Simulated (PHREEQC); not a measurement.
A solution holds 3.9 mmol/kgw HF, 7.2 mmol/kgw KF, 0.081 mmol/kgw H2SiF6 and 1.6 mmol/kgw H3PO4, at 71 °C. Closed to the air; pH follows from the charge balance.

All values are PHREEQC results (ion-association model, phreeqc.dat), not measurements.

| quantity | before | after |
|---|---|---|
| pH | 3.56 | 3.60 |
| ionic strength (mol/kgw) | 0.00757 | 0.0114 |
| F- (mol/kgw) | 0.00572 | 0.00652 |
| HF (mol/kgw) | 0.00519 | 0.00529 |
| H2PO4- (mol/kgw) | 0.00151 | 0.00152 |
| HF2- (mol/kgw) | 0.000130 | 0.000151 |

Q: What was changed between the two runs?
A. 0.0069 mol/kgw HBr added
B. H3PO4 from 0.0016 to 0.0008 mol/kgw
C. H2SiF6 replaced by NH4BF4 at the same molality
D. HF replaced by NaBF4 at the same molality
E. 0.002 mol/kgw H4SiO4 added

A: D, HF replaced by NaBF4 at the same molality

This is a speciation only: nothing precipitates in the calculation. Constants without temperature data keep their 25 °C values here. SiF6-2 is the database's only silicon fluoride. Real BF4- forms and hydrolyses slowly; the run takes it at equilibrium.
